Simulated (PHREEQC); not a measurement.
A PHREEQC input (ion-association model, wateq4f.dat):

```
SOLUTION 1
  temp 333.15
  units mg/kgw
  pH 6.16
  pe 11.8
  Na 9.67
  K 0.769
  Ca 4.64
  Mg 0.887
  Cl 4.87
  S(6) 4 as SO4
  Alkalinity 31.7 as HCO3
  Si 0.67 as SiO2
  Cd 0.0102
  O(0) 0.00425
  Br 0.467
END
USE solution 1
EQUILIBRIUM_PHASES 1
  Chalcedony 0 0
  CO2(g) -2 10
END
```

The run finishes with these warnings:
```
WARNING: Maximum iterations exceeded, 100
WARNING: Numerical method failed with this set of convergence parameters.
WARNING: Trying smaller step size, pe step size 10, 5 ...
```

Its last state differs from that of the intended input:

```tsv
quantity	as run	intended
pH	7.74	6.77
ionic strength (mol/kgw)	0.000634	0.000931
HCO3- (mol/kgw)	1.59e-5	0.000517
CaSO4 (mol/kgw)	1.04e-10	9.11e-7
MgSO4 (mol/kgw)	5.82e-8	5.61e-7
CO3-2 (mol/kgw)	5.37e-10	2.45e-7
SI of Otavite (CdCO3)	-6.97	-1.70
```

The fault: the temperature typed in kelvin. The line should read `temp 60` where the input has `temp 333.15`.
